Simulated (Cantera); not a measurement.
Mixture: C3H8 : O2 : N2 = 1 : 2.94 : 11.1 (molar parts), at 35000 Pa, adiabatic and at constant pressure. Ignition delay is the time to a rise of 400 K.

Detailed kinetics in Cantera: GRI-Mech 3.0 (53 species, 325 reactions). GRI-Mech 3.0 was tuned for natural gas; its chemistry of propane as a main component is partial and can be far from experiment.

Task: What does this change do: constant volume in place of constant pressure?

Result: 
| quantity | before | after |
|---|---|---|
| delay at 1125 K | 52.2 ms | 48.2 ms |
| delay at 1275 K | 2.59 ms | 2.34 ms |
| delay at 1425 K | 0.345 ms | 0.306 ms |
| delay at 1575 K | 98.0 µs | 84.7 µs |
| apparent activation energy between 1500 and 1650 K | 140 kJ/mol | 140 kJ/mol |
